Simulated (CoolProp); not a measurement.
Values from CoolProp's reference Helmholtz-energy equation of state, Lemmon 2004. It is a short technical equation, of lower accuracy than the large ones.

Give the vapour pressure (MPa), vapour density (kg/m³), liquid conductivity (mW/(m K)) of saturated n-dodecane at 216.05, 299.05 °C.


```json
[
 {"T (°C)": "216.05", "p (MPa)": "0.101", "vapour density (kg/m³)": "4.55", "liquid conductivity (mW/(m K))": "95.1"},
 {"T (°C)": "299.05", "p (MPa)": "0.521", "vapour density (kg/m³)": "24.3", "liquid conductivity (mW/(m K))": "79.5"}
]
```

Thermal conductivity comes from a separate model (Huber 2004).
